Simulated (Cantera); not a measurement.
Mixture: CH3OH : O2 : N2 = 1 : 3.41 : 16.7 (molar parts), equivalence ratio 0.44, at 7430 Torr, adiabatic and at constant pressure. Ignition delay is the time to a rise of 400 K.

Computed with Cantera and GRI-Mech 3.0 (53 species, 325 reactions). GRI-Mech 3.0 was tuned for natural gas; its chemistry of methanol as a main component is partial and can be far from experiment.

Task: Predict: delay at 1050 K; delay at 1100 K; delay at 1150 K; delay at 1200 K; delay at 1250 K; delay at 1300 K; delay at 1350 K; apparent activation energy between 1250 and 1350 K.

Result: 
| Quantity | Value |
|---|---|
| delay at 1050 K | 35.2 ms |
| delay at 1100 K | 12.2 ms |
| delay at 1150 K | 4.67 ms |
| delay at 1200 K | 1.95 ms |
| delay at 1250 K | 0.880 ms |
| delay at 1300 K | 0.430 ms |
| delay at 1350 K | 0.225 ms |
| apparent activation energy between 1250 and 1350 K | 190 kJ/mol |
